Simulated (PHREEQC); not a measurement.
1 kg of water holding 30 mmol/kgw NaHCO3 meets 20 L of dry gas (CH4 1 by moles) at fixed total pressure, at 100 °C; fugacities by Peng-Robinson. The gases take part in no redox reaction, some water evaporates into the gas, and hydrates or a liquid gas phase aren't modelled. No solid was allowed to form.

The numbers come from PHREEQC with the ion-association model, phreeqc.dat.

```json
[
 {"P (atm)": "2", "dissolved CH4 (mol/kgw)": "0.000982", "φ of CH4": "1.002"},
 {"P (atm)": "5", "dissolved CH4 (mol/kgw)": "0.00389", "φ of CH4": "0.996"},
 {"P (atm)": "10", "dissolved CH4 (mol/kgw)": "0.00866", "φ of CH4": "0.991"},
 {"P (atm)": "20", "dissolved CH4 (mol/kgw)": "0.0179", "φ of CH4": "0.981"},
 {"P (atm)": "30", "dissolved CH4 (mol/kgw)": "0.0268", "φ of CH4": "0.972"},
 {"P (atm)": "40", "dissolved CH4 (mol/kgw)": "0.0354", "φ of CH4": "0.963"},
 {"P (atm)": "50", "dissolved CH4 (mol/kgw)": "0.0436", "φ of CH4": "0.955"},
 {"P (atm)": "75", "dissolved CH4 (mol/kgw)": "0.0628", "φ of CH4": "0.936"},
 {"P (atm)": "100", "dissolved CH4 (mol/kgw)": "0.0804", "φ of CH4": "0.919"},
 {"P (atm)": "150", "dissolved CH4 (mol/kgw)": "0.112", "φ of CH4": "0.893"},
 {"P (atm)": "200", "dissolved CH4 (mol/kgw)": "0.138", "φ of CH4": "0.874"},
 {"P (atm)": "300", "dissolved CH4 (mol/kgw)": "0.183", "φ of CH4": "0.856"},
 {"P (atm)": "400", "dissolved CH4 (mol/kgw)": "0.220", "φ of CH4": "0.857"}
]
```

Species that the database lacks are ignored. Away from 25 °C the constants follow the database's enthalpies or fits; those with neither stay at their 25 °C values.
